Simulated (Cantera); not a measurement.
A perfectly stirred reactor is fed with 43.1 % H2, 12.0 % O2, 44.8 % N2, 0.172 % NO, at 101000 Pa; it is adiabatic with a 650 K inlet, and is followed from long to short residence time, starting on the burning branch (τ in s: 0.078, 0.033, 0.014, 0.0062, 0.0027, 0.0011, 0.00049, 0.00021, 9e-05).

Cantera simulation using GRI-Mech 3.0 (53 species, 325 reactions); the numbers are that mechanism's predictions, not measurements. The mechanism lacks 2 NO + O2 → 2 NO2 and HONO, so NO2 and the effect of NO are under-described below about 1400 K.

Q: Predict: blow-out, bracketed by the residence times tried; x(H2) at τ = 78.0 ms; x(O2) at τ = 78.0 ms; x(NO) at τ = 78.0 ms; x(OH) at τ = 78.0 ms; x(N2) at τ = 78.0 ms; x(H2) at τ = 2.70 ms; x(O2) at τ = 2.70 ms; x(NO) at τ = 2.70 ms; x(OH) at τ = 2.70 ms; x(N2) at τ = 2.70 ms.

A: 
```json
{
 "blow_out_bracketed_by_the_residence_times_tried": "burning at 90.0 µs, the shortest tried",
 "x(H2) at τ = 78.0 ms": "0.212",
 "x(O2) at τ = 78.0 ms": "3.66e-5",
 "x(NO) at τ = 78.0 ms": "0.000370",
 "x(OH) at τ = 78.0 ms": "0.00190",
 "x(N2) at τ = 78.0 ms": "0.507",
 "x(H2) at τ = 2.70 ms": "0.206",
 "x(O2) at τ = 2.70 ms": "0.000299",
 "x(NO) at τ = 2.70 ms": "0.00128",
 "x(OH) at τ = 2.70 ms": "0.00442",
 "x(N2) at τ = 2.70 ms": "0.502"
}
```
